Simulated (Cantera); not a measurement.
Input (Python, Cantera):

```python
import numpy as np
import cantera as ct

gas = ct.Solution("gri30.yaml")
gas.TPX = 1775, 110000, {'CH4': 1, 'CO': 1, 'O2': 2.58, 'N2': 9.69}
reactor = ct.IdealGasConstPressureReactor(gas, energy="on", clone=False)
net = ct.ReactorNet([reactor])
net.rtol, net.atol = 1e-08, 1e-16
show = ['CH4', 'CO', 'O2', 'C2H6', 'CH3', 'CH2']
times = np.geomspace(3e-06, 3, 12)

steps = ct.SolutionArray(gas, extra=["t"])
rows = []
print(f"{'t/s':>10s}{'T/K':>9s}{'P/Pa':>11s}" + "".join(f"{s:>11s}" for s in show))
for t in times:
    while net.time < t:
        t_next = net.step()
        steps.append(gas.state, t=t_next)
    rows.append([np.interp(t, steps.t, y) for y in (steps.T, steps.P, *steps(*show).X.T)])
    print(f"{t:10.3e}{rows[-1][0]:9.1f}{rows[-1][1]:11.4g}" + "".join(f"{x:11.3e}" for x in rows[-1][2:]))
rate = np.gradient(steps.T, steps.t)
print("integrator steps:", len(steps.t))
if steps.T.max() > steps.T[0] + 200:
    print(f"time of steepest temperature rise: {steps.t[rate.argmax()]:.4e} s")
gas.TPX = 1775, 110000, {'CH4': 1, 'CO': 1, 'O2': 2.58, 'N2': 9.69}
gas.equilibrate("HP")
print(f"equilibrium (HP): T = {gas.T:.1f} K  " + "  ".join(f"{s} {gas[s].X[0]:.3e}" for s in show))
```

Output:

```
       t/s      T/K       P/Pa        CH4         CO         O2       C2H6        CH3        CH2
 3.000e-06   1774.9    1.1e+05  7.005e-02  7.007e-02  1.808e-01  3.192e-09  2.278e-05  1.487e-10
 1.053e-05   1774.7    1.1e+05  6.997e-02  7.007e-02  1.808e-01  1.964e-07  9.690e-05  1.356e-09
 3.699e-05   1774.9    1.1e+05  6.934e-02  7.002e-02  1.805e-01  1.355e-05  4.911e-04  2.782e-08
 1.299e-04   2467.8    1.1e+05  1.989e-15  8.219e-02  4.484e-02  3.844e-27  3.278e-14  1.825e-13
 4.560e-04   2827.0    1.1e+05  1.446e-15  6.563e-02  3.469e-02  7.802e-30  1.838e-14  3.169e-14
 1.601e-03   2827.3    1.1e+05  1.652e-15  6.551e-02  3.153e-02  9.488e-30  1.997e-14  3.263e-14
 5.621e-03   2824.6    1.1e+05  1.694e-15  6.561e-02  3.061e-02  9.901e-30  2.022e-14  3.244e-14
 1.974e-02   2824.6    1.1e+05  1.694e-15  6.561e-02  3.060e-02  9.903e-30  2.022e-14  3.244e-14
 6.930e-02   2824.6    1.1e+05  1.694e-15  6.561e-02  3.060e-02  9.903e-30  2.022e-14  3.244e-14
 2.433e-01   2824.6    1.1e+05  1.694e-15  6.561e-02  3.060e-02  9.903e-30  2.022e-14  3.244e-14
 8.544e-01   2824.6    1.1e+05  1.694e-15  6.561e-02  3.060e-02  9.903e-30  2.022e-14  3.244e-14
 3.000e+00   2824.6    1.1e+05  1.694e-15  6.561e-02  3.060e-02  9.903e-30  2.022e-14  3.244e-14
integrator steps: 1691
time of steepest temperature rise: 1.2063e-04 s
equilibrium (HP): T = 2824.6 K  CH4 2.301e-15  CO 6.561e-02  O2 3.060e-02  C2H6 1.783e-29  CH3 2.747e-14  CH2 3.508e-14
```

Cantera simulation using GRI-Mech 3.0 (53 species, 325 reactions); the numbers are that mechanism's predictions, not measurements.
